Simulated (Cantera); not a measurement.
A freely propagating, adiabatic, planar premixed flame of CH4 : CO : O2 : N2 : H2O = 1 : 0.058 : 1.35 : 5.09 : 0.27 (molar parts), unburnt at 550 K and 600 Torr; mixture-averaged transport, grid criteria slope 0.08 and curve 0.16, no radiation.

Model: GRI-Mech 3.0 (53 species, 325 reactions), integrated in Cantera. Burning velocities carry a grid error of a few per cent, more on coarse grids.

Predict: laminar burning velocity; thermal thickness; peak x(CH2O); peak x(HCO).


```
Property                     Result
------------------------  ---------
laminar burning velocity  38.4 cm/s
thermal thickness          0.984 mm
peak x(CH2O)               0.000918
peak x(HCO)                 1.04e-5
```
